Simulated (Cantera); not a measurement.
Cantera run:

```python
import numpy as np
import cantera as ct

gas_names = """
    CL CL2 H HCL H2 N NH NH2 NH3 N2 N2H2 N2H4 Si SiCL SiCL2 SiCL3 SiCL4 SiH SiHCL3 SiH2 SiH2CL2 SiH3
    SiH3CL SiH4 SiN Si2 Si2N Si3
""".split()
cond_names = """
    NH4CL(a) NH4CL(b) Si(cr) Si(L) Si3N4(a)
""".split()


# ... load() reads the species with a 1 bar reference pressure and builds the phases ...
atoms = {
    'SiCl4': {'Si': 1, 'CL': 4},
    'NH3': {'N': 1, 'H': 3},
}
top_T = {'Si3N4(a)': 2400}  # K; cautious upper limits of use, not melting points


# ... equilibrate(T, P, feed) seeds the gas with the atoms and calls Mixture.equilibrate('TP', solver="vcs", rtol=1e-11, max_steps=5000) ...
results = []
T = 1198.15  # K
P = 6000  # Pa
for m in [6.2, 8, 10, 13, 17, 22, 29, 37, 48]:
    feed = {'SiCl4': 1, 'NH3': m}  # mol
    mix = equilibrate(T, P, feed)
    results.append((T, P, feed, dict(zip(mix.species_names, mix.species_moles))))

top = {s: max(r[3][s] / sum(r[3][g] for g in gas_names) for r in results) for s in gas_names}
cols = sorted((s for s in top if top[s] > 0.0001), key=lambda s: -top[s])[:8]
seen = [c for c in cond_names if any(r[3].get(c, 0) > 1e-12 for r in results)]
print("log10 of partial pressures in bar; condensed amounts in mol")
print(f"{'n(NH3)':>10s}" + "".join(f"{s[:9]:>10s}" for s in cols + seen))
for T, P, feed, n in results:
    ng = sum(n[g] for g in gas_names)
    print(f"{feed['NH3']:10.4g}" + "".join(f"{np.log10(max(n[s] / ng * P / 1e5, 1e-99)):10.3f}" for s in cols)
          + "".join(f"{n.get(c, 0):10.4g}" for c in seen))
```

Result:

```
log10 of partial pressures in bar; condensed amounts in mol
    n(NH3)        H2       HCL        N2     SiCL4    SiHCL3     SiCL3  Si3N4(a)
       6.2    -1.489    -1.782    -1.966    -3.643    -4.920    -5.014    0.3141
         8    -1.458    -1.870    -1.935    -4.078    -5.236    -5.346    0.3241
        10    -1.436    -1.955    -1.913    -4.475    -5.526    -5.647    0.3286
        13    -1.415    -2.059    -1.892    -4.948    -5.874    -6.005    0.3312
        17    -1.399    -2.169    -1.876    -5.432    -6.231    -6.371    0.3323
        22    -1.387    -2.277    -1.864    -5.894    -6.574    -6.720    0.3328
        29    -1.377    -2.393    -1.854    -6.387    -6.940    -7.091    0.3331
        37    -1.370    -2.497    -1.848    -6.819    -7.262    -7.416    0.3332
        48    -1.365    -2.608    -1.842    -7.278    -7.605    -7.761    0.3333
```

Method: chemical equilibrium by Gibbs-energy minimisation in Cantera with the NASA 1993 tables (ideal gas, pure condensed phases). The tables' values for SiCl3 are old estimates; treat these amounts as uncertain.
